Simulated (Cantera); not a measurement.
What does this Cantera script print?

```python
import numpy as np
import cantera as ct

gas_names = """
    Cu CuF CuF2 Cu2 F F2 H HF H2 H2F2 H3F3 H4F4 H5F5 H6F6 H7F7 N NF NF2 NF3 NH NH2 NH3 N2 N2H2 N2H4
""".split()
cond_names = """
    Cu(cr) Cu(L) CuF2(s) CuF2(L)
""".split()


# ... load() reads the species with a 1 bar reference pressure and builds the phases ...
atoms = {
    'CuF2': {'Cu': 1, 'F': 2},
    'HF': {'H': 1, 'F': 1},
    'N2': {'N': 2},
}
top_T = {}  # K; cautious upper limits of use, not melting points


# ... equilibrate(T, P, feed) seeds the gas with the atoms and calls Mixture.equilibrate('TP', solver="vcs", rtol=1e-11, max_steps=5000) ...
results = []
feed = {'CuF2': 1, 'HF': 0.023, 'N2': 20}  # mol
T = 925  # K
P = 7600  # Pa
mix = equilibrate(T, P, feed)
results.append((T, P, feed, dict(zip(mix.species_names, mix.species_moles))))
print(gas.report(threshold=1e-05))
for i in range(1, mix.n_phases):
    print(f"{mix.phase(i).name:16s} {mix.phase_moles(i):12.5e} mol")
```

It prints:

```
       temperature   925 K
          pressure   7600 Pa
           density   0.027675 kg/m^3
  mean mol. weight   28.006 kg/kmol
   phase of matter   gas

                          1 kg             1 kmol
                     ---------------   ---------------
          enthalpy         6.681e+05        1.8711e+07  J
   internal energy        3.9348e+05         1.102e+07  J
           entropy            8824.1        2.4712e+05  J/K
    Gibbs function       -7.4942e+06       -2.0988e+08  J
 heat capacity c_p            1152.5             32277  J/K
 heat capacity c_v            855.62             23962  J/K

                      mass frac. Y      mole frac. X     chem. pot. / RT
                     ---------------   ---------------   ---------------
              CuF2        4.8053e-05        1.3253e-05           -83.486
                HF        0.00082057         0.0011487           -67.281
                N2           0.99913           0.99884           -27.243
     [  +22 minor]        2.5491e-08        1.4062e-08

Cu(cr)            0.00000e+00 mol
CuF2(s)           9.99734e-01 mol
```

Equilibrium computed with Cantera from the NASA thermochemical tables; the gas is ideal and each condensed phase is pure.
